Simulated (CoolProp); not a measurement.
A simple Rankine cycle with chlorine: condensing at 289.15 K, boiler at 5.44 MPa, turbine inlet 409 K, turbine efficiency 0.7, pump efficiency 0.6, no recuperator. Each further row changes one setting.

Computed with CoolProp (reference Helmholtz-energy equation of state, Thol 2021).

| case | thermal efficiency (%) | net work (kJ/kg) | heat in (kJ/kg) | turbine exit temperature (K) | volume ratio over the turbine |
|---|---|---|---|---|---|
| as stated | 14.3 | 37.9 | 265 | 289.1 | 7.66 |
| turbine inlet 429 K | 14.9 | 42.3 | 285 | 289.1 | 7.06 |
| condensing temperature 281.15 K | 15.4 | 42.1 | 272 | 281.1 | 9.54 |
| boiler pressure 3.81 MPa | 13.2 | 37.9 | 288 | 289.1 | 4.98 |
| turbine efficiency 0.6 | 12.0 | 31.7 | 265 | 289.1 | 7.87 |

The expansion ends wet for: as stated; turbine inlet 429 K; condensing temperature 281.15 K; boiler pressure 3.81 MPa; turbine efficiency 0.6.
